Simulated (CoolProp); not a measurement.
Properties of oxygen along the isobar 3.56 MPa.

The numbers come from the reference Helmholtz-energy equation of state, Schmidt 1985 in CoolProp.

```json
[
 {"T (K)": "123.8", "phase": "liquid", "cp (kJ/(kg K))": "1.917", "speed of sound (m/s)": "633.0", "expansivity (1/kK)": "7.047", "viscosity (µPa s)": "93.7", "conductivity (mW/(m K))": "105"},
 {"T (K)": "138.3", "phase": "liquid", "cp (kJ/(kg K))": "2.385", "speed of sound (m/s)": "469.7", "expansivity (1/kK)": "12.16", "viscosity (µPa s)": "65.6", "conductivity (mW/(m K))": "82.8"},
 {"T (K)": "152.8", "phase": "gas", "cp (kJ/(kg K))": "1.948", "speed of sound (m/s)": "198.7", "expansivity (1/kK)": "21.67", "viscosity (µPa s)": "13.1", "conductivity (mW/(m K))": "20.3"},
 {"T (K)": "167.3", "phase": "gas", "cp (kJ/(kg K))": "1.396", "speed of sound (m/s)": "222.4", "expansivity (1/kK)": "12.44", "viscosity (µPa s)": "13.8", "conductivity (mW/(m K))": "19.6"},
 {"T (K)": "181.8", "phase": "gas", "cp (kJ/(kg K))": "1.220", "speed of sound (m/s)": "240.2", "expansivity (1/kK)": "9.274", "viscosity (µPa s)": "14.6", "conductivity (mW/(m K))": "20.1"},
 {"T (K)": "196.4", "phase": "gas", "cp (kJ/(kg K))": "1.131", "speed of sound (m/s)": "255.2", "expansivity (1/kK)": "7.566", "viscosity (µPa s)": "15.5", "conductivity (mW/(m K))": "20.8"},
 {"T (K)": "210.9", "phase": "gas", "cp (kJ/(kg K))": "1.078", "speed of sound (m/s)": "268.5", "expansivity (1/kK)": "6.482", "viscosity (µPa s)": "16.4", "conductivity (mW/(m K))": "21.8"},
 {"T (K)": "225.4", "phase": "gas", "cp (kJ/(kg K))": "1.044", "speed of sound (m/s)": "280.5", "expansivity (1/kK)": "5.714", "viscosity (µPa s)": "17.2", "conductivity (mW/(m K))": "22.7"},
 {"T (K)": "239.9", "phase": "gas", "cp (kJ/(kg K))": "1.021", "speed of sound (m/s)": "291.5", "expansivity (1/kK)": "5.136", "viscosity (µPa s)": "18.1", "conductivity (mW/(m K))": "23.8"},
 {"T (K)": "254.4", "phase": "gas", "cp (kJ/(kg K))": "1.004", "speed of sound (m/s)": "301.9", "expansivity (1/kK)": "4.681", "viscosity (µPa s)": "18.9", "conductivity (mW/(m K))": "24.8"},
 {"T (K)": "268.9", "phase": "gas", "cp (kJ/(kg K))": "0.9919", "speed of sound (m/s)": "311.7", "expansivity (1/kK)": "4.311", "viscosity (µPa s)": "19.7", "conductivity (mW/(m K))": "25.8"},
 {"T (K)": "283.4", "phase": "gas", "cp (kJ/(kg K))": "0.9830", "speed of sound (m/s)": "321.0", "expansivity (1/kK)": "4.003", "viscosity (µPa s)": "20.5", "conductivity (mW/(m K))": "26.9"},
 {"T (K)": "297.9", "phase": "gas", "cp (kJ/(kg K))": "0.9766", "speed of sound (m/s)": "329.8", "expansivity (1/kK)": "3.741", "viscosity (µPa s)": "21.3", "conductivity (mW/(m K))": "27.9"}
]
```

Viscosity comes from a separate model (Lemmon 2004). Thermal conductivity comes from a separate model (Lemmon 2004).
